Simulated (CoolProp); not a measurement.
Vapour-liquid equilibrium of R227EA (1) + isobutene (2) at -30.95 °C; x and y are mole fractions of (1).

Values from CoolProp's multi-fluid Helmholtz-energy mixture model, Lemmon 2016 and Lemmon 2005; pair parameters Bell 2016.

| x | bubble pressure (kPa) | y at the bubble point | dew pressure at overall composition x (kPa) | liquid density (mol/L) |
|---|---|---|---|---|
| 0.05 | 43.80 | 0.220 | 37.23 | 11.48 |
| 0.15 | 53.25 | 0.404 | 40.86 | 11.17 |
| 0.25 | 57.68 | 0.481 | 45.16 | 10.89 |
| 0.35 | 59.83 | 0.524 | 50.23 | 10.62 |
| 0.45 | 60.95 | 0.556 | 55.93 | 10.38 |
| 0.55 | 61.52 | 0.587 | 60.79 | 10.16 |
| 0.65 | 61.56 | 0.626 | 61.32 | 9.956 |
| 0.75 | 60.79 | 0.681 | 59.12 | 9.770 |
| 0.85 | 58.69 | 0.765 | 56.12 | 9.601 |
| 0.95 | 54.55 | 0.900 | 53.01 | 9.446 |

y crosses x between x = 0.55 and 0.65: the model has an azeotrope there.

The pair parameters rest on a limited set of measurements; away from them the model extrapolates.
